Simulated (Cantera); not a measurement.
Cantera with NASA thermochemical tables; ideal gases at 1 bar, condensed phases pure. Values are per mole of reaction as written; species without (g) are pure solids or liquids, kept so even where they would boil at 1 bar.

3 BaBr₂ + 2 NH₃(g) = 6 HBr(g) + 3 Ba + N₂(g), with ΔH° = 2146.4 kJ and ΔS° = 739.6 J/K at 300 K.

Question: How far is the shortcut ΔG° ≈ ΔH°(300 K) − T·ΔS°(300 K) from the full temperature-dependent value at 1875, 1950, 2025, 2100, 2175, 2250, 2325 K?

Answer: 
| T (K) | shortcut (kJ) | full (kJ) | difference (kJ) | difference in log10 K | condensed phases |
|---|---|---|---|---|---|
| 1875 | 759.6 | 866.8 | -107.3 | 2.99 | BaBr₂(l), Ba(l) |
| 1950 | 704.1 | 822.3 | -118.2 | 3.17 | BaBr₂(l), Ba(l) |
| 2025 | 648.6 | 778.0 | -129.4 | 3.34 | BaBr₂(l), Ba(l) |
| 2100 | 593.2 | 733.9 | -140.8 | 3.50 | BaBr₂(l), Ba(l) |
| 2175 | 537.7 | 690.1 | -152.4 | 3.66 | BaBr₂(l), Ba(l) |
| 2250 | 482.2 | 646.5 | -164.3 | 3.81 | BaBr₂(l), Ba(l) |
| 2325 | 426.7 | 603.1 | -176.4 | 3.96 | BaBr₂(l), Ba(l) |
The shortcut ignores heat capacities and the phase changes listed.
